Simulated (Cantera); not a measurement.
Input: 1 mol SiCl4, 34 mol H2, equilibrated at 1.50 mbar.

Equilibrium computed with Cantera from the NASA thermochemical tables; the gas is ideal and each condensed phase is pure. Candidate condensed phases: Si; 19 gas species. The tables' values for SiCl, SiCl3 are old estimates; treat these amounts as uncertain. Kinetics and transport are ignored. All values below are at 1673 K.

Base state: H2 0.906, HCl 0.0707, SiCl2 0.0199, H 0.00280, Si 0.000279, Cl 0.000171, SiCl 0.000156, SiCl3 5.27e-5 (mole fractions); condensed: Si(s).

Task: What changes in the equilibrium state with this change: H2 from 34 to 210 mol?

Result: 
| species | before | after |
|---|---|---|
| H2 | 0.906 | 0.979 |
| HCl | 0.0707 | 0.0167 |
| H | 0.00280 | 0.00291 |
| SiCl2 | 0.0199 | 0.00103 |
| SiCl3 | 5.27e-5 | 6.19e-7 |
| Cl | 0.000171 | 3.88e-5 |
| SiCl | 0.000156 | 3.54e-5 |
| SiH2 | 9.98e-6 | 1.08e-5 |
| Si(s), mol | 0.265 | 0.708 |
The tables' values for SiCl are old estimates; treat these amounts as uncertain. Gases not in the tables: Si2H6 and higher silanes.
